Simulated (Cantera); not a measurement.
Feed: 1 mol SiH₂Cl₂, 67 mol N₂, held at 1127 °C and 35.0 Pa.

Method: chemical equilibrium by Gibbs-energy minimisation in Cantera with the NASA 1993 tables (ideal gas, pure condensed phases). Candidate condensed phases: NH₄Cl, Si, Si₃N₄; 28 gas species. N₂ is the only nitrogen source here; it is nearly inert below about 1500 K, so the nitride shown seldom forms there in practice. The tables' values for SiCl₃ are old estimates; treat these amounts as uncertain. Equilibrium is a limit: real reactors are often held back by kinetics, nucleation or transport.

Base state: N₂ 0.971, HCl 0.0154, H₂ 0.00687, SiCl₂ 0.00667, SiCl₃ 0.000115, Cl 3.97e-5, H 2.16e-5 (mole fractions); condensed: Si₃N₄(s).

**Question.** What changes in the equilibrium state with this change: temperature from 1127 °C to 1875 °C?

**Answer.** 
| species | before | after |
|---|---|---|
| N₂ | 0.971 | 0.942 |
| Cl | 3.97e-5 | 0.0193 |
| H | 2.16e-5 | 0.0135 |
| Si | 1.55e-7 | 0.0130 |
| HCl | 0.0154 | 0.00720 |
| SiN | 5.79e-9 | 4.42e-5 |
| SiCl₃ | 0.000115 | 1.85e-7 |
| SiCl | 9.75e-7 | 0.000440 |
| Si₃N₄(s), mol | 0.178 | 0 |
The tables' values for SiCl, SiN are old estimates; treat these amounts as uncertain.

**Question.** What changes in the equilibrium state with this change: temperature from 1127 °C to 477 °C?

**Answer.** 
```
species          before    after
-------------  --------  -------
N₂                0.971    0.972
HCl              0.0154   0.0223
H₂              0.00687  0.00350
SiCl₂           0.00667    <1e-9
SiCl₄           8.43e-6  0.00175
Cl              3.97e-5    <1e-9
H               2.16e-5    <1e-9
SiCl₃          0.000115  2.66e-8
Si₃N₄(s), mol     0.178    0.293
```
